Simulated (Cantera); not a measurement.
A perfectly stirred reactor is fed with H2 : O2 : N2 = 1 : 0.312 : 1.17 (molar parts), equivalence ratio 1.6, at 5.00 bar; it is adiabatic with a 423 K inlet, and is followed from long to short residence time, starting on the burning branch (τ in s: 0.09, 0.03, 0.01, 0.0034, 0.0011, 0.00037, 0.00012, 4.2e-05, 1.4e-05, 4.6e-06).

Detailed kinetics in Cantera: GRI-Mech 3.0 (53 species, 325 reactions). The hydrogen kinetics of GRI-Mech 3.0 are dated; newer H2 mechanisms differ, most at raised pressure.

**Question.** What does this change do: 0.058 parts H2O added?

**Answer.** 
```tsv
quantity	before	after
blow-out, bracketed by the residence times tried	burning at 4.60 µs, the shortest tried	burning at 4.60 µs, the shortest tried
x(H2) at τ = 90.0 ms	0.172	0.168
x(O2) at τ = 90.0 ms	1.08e-5	1.21e-5
x(NO) at τ = 90.0 ms	4.44e-5	3.07e-5
x(OH) at τ = 90.0 ms	0.000563	0.000451
x(HO2) at τ = 90.0 ms	9.07e-9	8.46e-9
x(H2) at τ = 0.370 ms	0.169	0.165
x(O2) at τ = 0.370 ms	0.000463	0.000498
x(NO) at τ = 0.370 ms	2.63e-5	1.99e-5
x(OH) at τ = 0.370 ms	0.00284	0.00267
x(HO2) at τ = 0.370 ms	9.70e-7	1.14e-6
```

**Question.** What does this change do: inlet temperature 423 to 750 K?

**Answer.** 
| quantity | before | after |
|---|---|---|
| blow-out, bracketed by the residence times tried | burning at 4.60 µs, the shortest tried | burning at 4.60 µs, the shortest tried |
| x(H2) at τ = 90.0 ms | 0.172 | 0.171 |
| x(O2) at τ = 90.0 ms | 1.08e-5 | 3.37e-5 |
| x(NO) at τ = 90.0 ms | 4.44e-5 | 0.000246 |
| x(OH) at τ = 90.0 ms | 0.000563 | 0.00209 |
| x(HO2) at τ = 90.0 ms | 9.07e-9 | 5.65e-8 |
| x(H2) at τ = 0.370 ms | 0.169 | 0.168 |
| x(O2) at τ = 0.370 ms | 0.000463 | 0.000426 |
| x(NO) at τ = 0.370 ms | 2.63e-5 | 0.000104 |
| x(OH) at τ = 0.370 ms | 0.00284 | 0.00454 |
| x(HO2) at τ = 0.370 ms | 9.70e-7 | 6.97e-7 |
